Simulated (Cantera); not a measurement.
Feed: 1 mol SiH4, 4.4 mol CO2, 21 mol H2, at 0.133 bar.

Method: chemical equilibrium by Gibbs-energy minimisation in Cantera with the NASA 1993 tables (ideal gas, pure condensed phases). Candidate condensed phases: C, C6H6, C7H8, C8H18, H2O, Si, SiC, SiO2; 123 gas species. The tables hold silica as quartz up to 1696 K and as liquid above; real silica turns to tridymite and cristobalite and melts near 1996 K. Gases not in the tables: Si(OH)4. Rates play no part.

### Question
Which condensed phases are stable at each of these points (T (K)): 598, 698, 798, 898, 998, 1098, 1198, 1298, 1398, 1498?

### Answer
```json
[
 {"T (K)": "598", "condensed phases": "SiO2(α-quartz)", "Si condensed (%)": "100.0"},
 {"T (K)": "698", "condensed phases": "SiO2(α-quartz)", "Si condensed (%)": "100.0"},
 {"T (K)": "798", "condensed phases": "SiO2(α-quartz)", "Si condensed (%)": "100.0"},
 {"T (K)": "898", "condensed phases": "SiO2(β-quartz)", "Si condensed (%)": "100.0"},
 {"T (K)": "998", "condensed phases": "SiO2(β-quartz)", "Si condensed (%)": "100.0"},
 {"T (K)": "1098", "condensed phases": "SiO2(β-quartz)", "Si condensed (%)": "100.0"},
 {"T (K)": "1198", "condensed phases": "SiO2(β-quartz)", "Si condensed (%)": "100.0"},
 {"T (K)": "1298", "condensed phases": "SiO2(β-quartz)", "Si condensed (%)": "100.0"},
 {"T (K)": "1398", "condensed phases": "SiO2(β-quartz)", "Si condensed (%)": "100.0"},
 {"T (K)": "1498", "condensed phases": "SiO2(β-quartz)", "Si condensed (%)": "100.0"}
]
```

From 598 K to 798 K the condensed part is SiO2(α-quartz). From 898 K to 1498 K the condensed part is SiO2(β-quartz).
